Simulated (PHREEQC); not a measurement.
Make-up at 20 °C: 0.00078 mol/kgw CaSO4 and 0.0044 mol/kgw CO2. Closed to the air; pH follows from the charge balance.

The numbers come from PHREEQC with the ion-association model, phreeqc.dat.

Each row changes one thing in this solution. Precipitation was switched off in this run.

| case | pH | ionic strength (mol/kgw) | SO4-2 (mol/kgw) | HSO4- (mol/kgw) |
|---|---|---|---|---|
| as made | 4.38 | 0.00294 | 0.000722 | 2.21e-6 |
| CaSO4 replaced by Al2(SO4)3 at the same molality | 4.18 | 0.00585 | 0.00135 | 6.21e-6 |
| diluted 5-fold with water | 4.73 | ___ | 0.000153 | 2.31e-7 |
| CaSO4 from 0.00078 to 0.0078 mol/kgw | 4.42 | 0.0236 | 0.00589 | 1.28e-5 |
| diluted 10-fold with water | 4.88 | 0.000322 | 7.71e-5 | 8.41e-8 |
| 0.00011 mol/kgw KCl added | 4.38 | 0.00305 | 0.000722 | 2.20e-6 |
| CO2 left out | 7.09 | 0.00289 | 0.000723 | 4.34e-9 |
| 0.007 mol/kgw Na2SO4 added | 4.43 | 0.0227 | 0.00727 | 1.54e-5 |
| diluted 100-fold with water | 5.39 | ___ | ___ | ___ |

Question: Fill in the missing entries.

Answer: 
- diluted 5-fold with water, ionic strength (mol/kgw): 0.000630
- diluted 100-fold with water, ionic strength (mol/kgw): 3.53e-5
- diluted 100-fold with water, SO4-2 (mol/kgw): 7.79e-6
- diluted 100-fold with water, HSO4- (mol/kgw): 2.71e-9

Some of these states are supersaturated (in Gibbsite (slow to form), for instance).
